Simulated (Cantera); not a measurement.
Cantera run, input and output.

```python
import numpy as np
import cantera as ct

gas = ct.Solution("gri30.yaml")
gas.TPX = 1625, 101325, {'CH4': 1, 'CO2': 0.76, 'H2': 1.3}
inlet = ct.Reservoir(gas, clone=True)

reactor = ct.IdealGasConstPressureReactor(gas, energy="off", clone=False)
exhaust = ct.Reservoir(gas, clone=True)
tau = [5.2, 1.2, 0.29, 0.067, 0.016, 0.0037, 0.00086, 0.0002][0]
for a, b in ((inlet, reactor), (reactor, exhaust)):
    ct.MassFlowController(a, b, mdot=lambda t: reactor.mass / tau)
net = ct.ReactorNet([reactor])
show = ['CH4', 'CO2', 'H2', 'O2', 'C2H2']

rows = []
print(f"{'tau/s':>10s}{'T/K':>9s}" + "".join(f"{s:>11s}" for s in show))
for tau in [5.2, 1.2, 0.29, 0.067, 0.016, 0.0037, 0.00086, 0.0002]:
    net.initial_time = 0.0
    net.advance(30 * tau)
    before = gas.X
    net.advance(40 * tau)
    drift = np.max(np.abs(gas.X - before) / (gas.X + 1e-9))
    rows.append([gas.T, *gas[show].X, drift])
    print(f"{tau:10.3e}{gas.T:9.1f}" + "".join(f"{x:11.3e}" for x in gas[show].X))
```

Result:

```
     tau/s      T/K        CH4        CO2         H2         O2       C2H2
 5.200e+00   1625.0  3.699e-02  1.299e-02  5.629e-01  7.413e-13  5.318e-02
 1.200e+00   1625.0  5.823e-02  2.395e-02  5.092e-01  1.796e-12  7.147e-02
 2.900e-01   1625.0  1.017e-01  4.970e-02  4.617e-01  2.920e-12  7.355e-02
 6.700e-02   1625.0  1.835e-01  1.183e-01  4.378e-01  3.017e-12  4.955e-02
 1.600e-02   1625.0  2.678e-01  1.979e-01  4.315e-01  1.681e-12  1.897e-02
 3.700e-03   1625.0  3.106e-01  2.355e-01  4.264e-01  6.580e-13  3.687e-03
 8.600e-04   1625.0  3.231e-01  2.457e-01  4.249e-01  1.878e-13  3.015e-04
 2.000e-04   1625.0  3.260e-01  2.479e-01  4.248e-01  3.385e-14  6.785e-06
```

Cantera simulation using GRI-Mech 3.0 (53 species, 325 reactions); the numbers are that mechanism's predictions, not measurements.
